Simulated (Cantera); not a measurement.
Feed: 1 mol CH3Cl, 0.78 mol F2, 6.6 mol H2, equilibrated at 2.90 Pa.

Method: chemical equilibrium by Gibbs-energy minimisation in Cantera with the NASA 1993 tables (ideal gas, pure condensed phases). Candidate condensed phases: C, C6H6, C7H8, C8H18; 118 gas species. The numbers say what is thermodynamically allowed, not how fast it happens. All values below are at 2375 K.

Base state: H 0.752, HF 0.0972, H2 0.0824, Cl 0.0548, HCl 0.00840, C3 0.00220, F 0.00132, C 0.000940 (mole fractions); condensed: C(graphite).

Task: What changes in the equilibrium state with this change: H2 from 6.6 to 0.16 mol?

Result: 
```json
[
 {"species": "H", "before": "0.752", "after": "0.370"},
 {"species": "HF", "before": "0.0972", "after": "0.359"},
 {"species": "Cl", "before": "0.0548", "after": "0.220"},
 {"species": "H2", "before": "0.0824", "after": "0.0200"},
 {"species": "HCl", "before": "0.00840", "after": "0.0166"},
 {"species": "CF", "before": "2.86e-5", "after": "0.000215"},
 {"species": "F", "before": "0.00132", "after": "0.00988"},
 {"species": "C2H2 (acetylene)", "before": "0.000512", "after": "0.000124"},
 {"species": "C(graphite), mol", "before": "0.849", "after": "0.963"}
]
```

Task: What changes in the equilibrium state with this change: F2 from 0.78 to 0.3 mol?

Result: 
```csv
species,before,after
H,0.752,0.800
H2,0.0824,0.0934
Cl,0.0548,0.0549
HF,0.0972,0.0378
F,0.00132,0.000481
CF,2.86e-5,1.05e-5
"C(graphite), mol",0.849,0.848
```
